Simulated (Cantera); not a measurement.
Gas mixture: 100 % C2H4, at 0.000158 atm, frozen composition.

Cantera's kinetic-theory transport with the Lennard-Jones parameters of GRI-Mech 3.0, ideal gas; thermal conductivity in the multicomponent form. The composition is frozen, though it would react at the higher temperatures.

One state of this run: ρ (kg/m³) = 4.69e-5; cp (J/kg/K) = 3563; μ (µPa s) = 31.5; λ (mW/m/K) = 150; Pr = 0.748; D (cm²/s) OH = 16100; D (cm²/s) NH3 = 12600; D (cm²/s) H2O = 13300. D: mixture-averaged diffusion coefficient of that species in the mixture.

Q: Which value of T (K) does it belong to?
A. 1300
B. 700
C. 1150
D. 550

A: C, 1150
